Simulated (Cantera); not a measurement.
Cantera run:

```python
import numpy as np
import cantera as ct

gas_names = [...]  # 109 gases of nasa_gas.yaml made of C, Cl, H, Si
cond_names = """
    C(gr) C6H6(L) C7H8(L) C8H18(L),n-octa Si(cr) Si(L) SiC(b)
""".split()


# ... load() reads the species with a 1 bar reference pressure and builds the phases ...
atoms = {
    '(CH3)2SiCl2': {'C': 2, 'H': 6, 'Si': 1, 'CL': 2},
    'C2H4': {'C': 2, 'H': 4},
    'H2': {'H': 2},
}
top_T = {'C(gr)': 4500, 'SiC(b)': 3050}  # K; cautious upper limits of use, not melting points


# ... equilibrate(T, P, feed) seeds the gas with the atoms and calls Mixture.equilibrate('TP', solver="vcs", rtol=1e-11, max_steps=5000) ...
results = []
feed = {'(CH3)2SiCl2': 1, 'C2H4': 1.1, 'H2': 39}  # mol
P = 2300  # Pa
for T in [1348, 1448, 1548, 1648, 1748, 1848, 1948, 2048, 2148, 2248]:
    mix = equilibrate(T, P, feed)
    results.append((T, P, feed, dict(zip(mix.species_names, mix.species_moles))))
    x = sorted(zip(gas.X, gas.species_names), reverse=True)
    print(f"T = {T:g} K  P = {P:g} Pa  gas = {mix.phase_moles(0):.4g} mol")
    print("   x: " + "  ".join(f"{s} {v:.3e}" for v, s in x if v > 1e-05))
    print("   condensed (mol): " + ("  ".join(f"{mix.phase(i).name} {mix.phase_moles(i):.4g}"
          for i in range(1, mix.n_phases) if mix.phase_moles(i) > 1e-12) or "none"))
```

Result:

```
T = 1348 K  P = 2300 Pa  gas = 45.19 mol
   x: H2 9.556e-01  HCL 4.420e-02  CH4 1.225e-04  SiCL2 2.160e-05  H 1.491e-05
   condensed (mol): C(gr) 3.195  SiC(b) 0.9989
T = 1448 K  P = 2300 Pa  gas = 45.2 mol
   x: H2 9.557e-01  HCL 4.417e-02  CH4 7.008e-05  H 5.941e-05  SiCL2 3.712e-05
   condensed (mol): C(gr) 3.198  SiC(b) 0.9983
T = 1548 K  P = 2300 Pa  gas = 45.2 mol
   x: H2 9.556e-01  HCL 4.412e-02  H 1.985e-04  SiCL2 5.924e-05  CH4 4.309e-05  C2H2,acetylene 1.499e-05
   condensed (mol): C(gr) 3.199  SiC(b) 0.9973
T = 1648 K  P = 2300 Pa  gas = 45.21 mol
   x: H2 9.552e-01  HCL 4.403e-02  H 5.739e-04  SiCL2 8.894e-05  C2H2,acetylene 4.272e-05  CH4 2.811e-05  CL 2.075e-05
   condensed (mol): C(gr) 3.199  SiC(b) 0.9959
T = 1748 K  P = 2300 Pa  gas = 45.23 mol
   x: H2 9.543e-01  HCL 4.391e-02  H 1.472e-03  SiCL2 1.269e-04  C2H2,acetylene 1.078e-04  CL 5.224e-05  CH4 1.926e-05
   condensed (mol): C(gr) 3.195  SiC(b) 0.9941
T = 1848 K  P = 2300 Pa  gas = 45.28 mol
   x: H2 9.523e-01  HCL 4.370e-02  H 3.412e-03  C2H2,acetylene 2.452e-04  SiCL2 1.732e-04  CL 1.190e-04  CH4 1.374e-05
   condensed (mol): C(gr) 3.186  SiC(b) 0.9915
T = 1948 K  P = 2300 Pa  gas = 45.37 mol
   x: H2 9.483e-01  HCL 4.336e-02  H 7.256e-03  C2H2,acetylene 5.111e-04  CL 2.488e-04  SiCL2 2.274e-04  Si 4.545e-05  SiCL 1.180e-05  CH4 1.012e-05
   condensed (mol): C(gr) 3.166  SiC(b) 0.9865
T = 2048 K  P = 2300 Pa  gas = 45.55 mol
   x: H2 9.408e-01  HCL 4.282e-02  H 1.432e-02  C2H2,acetylene 9.863e-04  CL 4.826e-04  SiCL2 2.880e-04  Si 2.142e-04  SiCL 3.401e-05  SiH 1.915e-05  SiC2 1.103e-05
   condensed (mol): C(gr) 3.135  SiC(b) 0.9731
T = 2148 K  P = 2300 Pa  gas = 45.88 mol
   x: H2 9.274e-01  HCL 4.193e-02  H 2.647e-02  C2H2,acetylene 1.776e-03  CL 8.756e-04  Si 8.724e-04  SiCL2 3.518e-04  SiCL 8.811e-05  SiC2 6.845e-05  SiH 6.254e-05  Si2C 4.263e-05  SiH2 1.965e-05
   condensed (mol): C(gr) 3.099  SiC(b) 0.9288
T = 2248 K  P = 2300 Pa  gas = 46.49 mol
   x: H2 9.044e-01  H 4.607e-02  HCL 4.049e-02  Si 3.130e-03  C2H2,acetylene 2.996e-03  CL 1.493e-03  SiCL2 4.133e-04  SiC2 3.595e-04  Si2C 2.156e-04  SiCL 2.072e-04  SiH 1.823e-04  SiH2 4.160e-05
   condensed (mol): C(gr) 3.098  SiC(b) 0.7778
```

These are equilibrium values from Cantera (NASA tables, ideal gas, pure condensed phases), not measurements of a reactor. The feed counts by its element totals alone. The tables' values for SiCl are old estimates; treat these amounts as uncertain. Gases not in the tables: Si2H6 and higher silanes.
